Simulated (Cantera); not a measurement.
Cantera run:

```python
import numpy as np
import cantera as ct

gas_names = """
    Cu CuO Cu2 H HO2 H2 H2O H2O2 O OH O2 O3
""".split()
cond_names = """
    Cu(cr) Cu(L) CuO(s) CuO2H2(s) Cu2O(s) Cu2O(L) H2O(s) H2O(L)
""".split()


# ... load() reads the species with a 1 bar reference pressure and builds the phases ...
atoms = {
    'Cu2O': {'Cu': 2, 'O': 1},
    'H2': {'H': 2},
    'H2O': {'H': 2, 'O': 1},
}
top_T = {'CuO(s)': 1390}  # K; cautious upper limits of use, not melting points


# ... equilibrate(T, P, feed) seeds the gas with the atoms and calls Mixture.equilibrate('TP', solver="vcs", rtol=1e-11, max_steps=5000) ...
results = []
feed = {'Cu2O': 1, 'H2': 16, 'H2O': 0.12}  # mol
T = 2198  # K
P = 190000  # Pa
mix = equilibrate(T, P, feed)
results.append((T, P, feed, dict(zip(mix.species_names, mix.species_moles))))
x = sorted(zip(gas.X, gas.species_names), reverse=True)
print(f"T = {T:g} K  P = {P:g} Pa  gas = {mix.phase_moles(0):.4g} mol")
print("   x: " + "  ".join(f"{s} {v:.3e}" for v, s in x if v > 1e-06))
print("   condensed (mol): " + ("  ".join(f"{mix.phase(i).name} {mix.phase_moles(i):.4g}"
      for i in range(1, mix.n_phases) if mix.phase_moles(i) > 1e-12) or "none"))
```

It prints:

```
T = 2198 K  P = 190000 Pa  gas = 16.35 mol
   x: H2 9.155e-01  H2O 6.846e-02  Cu 1.202e-02  H 3.866e-03  Cu2 9.108e-05  OH 4.022e-05
   condensed (mol): Cu(L) 1.8
```

These are equilibrium values from Cantera (NASA tables, ideal gas, pure condensed phases), not measurements of a reactor.
